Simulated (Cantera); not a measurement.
**Thermodynamics of carbothermic reduction, feed Fe₃O₄ + CH₄ + CO**

Input: 1 mol Fe₃O₄, 3.2 mol CH₄, 1.5 mol CO, equilibrated at 29.3 Torr.

Cantera equilibrium calculation (NASA polynomials, part measured and part estimated; ideal gas, pure solids and liquids). Candidate condensed phases: C, C₆H₆, C₇H₈, C₈H₁₈, Fe, Fe(CO)₅, FeO, Fe(OH)₂, Fe(OH)₃, Fe₂O₃, Fe₃O₄, H₂O; 114 gas species. The numbers say what is thermodynamically allowed, not how fast it happens.

| T (K) | log p H₂ | log p CO | log p H₂O | log p CO₂ | log p CH₄ | n Fe(α) | n Fe(γ) |
|---|---|---|---|---|---|---|---|
| 975 | -1.67 | -1.82 | -2.88 | -2.82 | -5.09 | 3.00 | 0 |
| 1025 | -1.68 | -1.82 | -2.84 | -2.87 | -5.72 | 3.00 | 0 |
| 1075 | -1.68 | -1.82 | -2.80 | -2.91 | -6.30 | 3.00 | 0 |
| 1125 | -1.68 | -1.81 | -2.77 | -2.95 | -6.82 | 3.00 | 0 |
| 1175 | -1.68 | -1.81 | -2.75 | -2.98 | -7.29 | 3.00 | 0 |
| 1225 | -1.69 | -1.81 | -2.73 | -3.02 | -7.72 | 0 | 3.00 |
| 1275 | -1.69 | -1.81 | -2.71 | -3.05 | -8.12 | 0 | 3.00 |
| 1325 | -1.69 | -1.80 | -2.70 | -3.09 | -8.48 | 0 | 3.00 |
log p: log10 of the partial pressure in bar; n: condensed amount in mol.

From 975 K to 1175 K the condensed part is Fe(α). From 1225 K to 1325 K the condensed part is Fe(γ).
